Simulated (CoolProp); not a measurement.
Model: reference Helmholtz-energy equation of state, McLinden 2015, in CoolProp.

**Question.** Give the vapour pressure (bar), liquid density (kg/m³), vapour density (kg/m³), liquid cp (kJ/(kg K)) of saturated the fluoroketone C6F12O (FK-5-1-12) at 96.45 °C.

**Answer.** 
```csv
T (°C),p (bar),liquid density (kg/m³),vapour density (kg/m³),liquid cp (kJ/(kg K))
96.45,4.10,1350,50.9,1.19
```
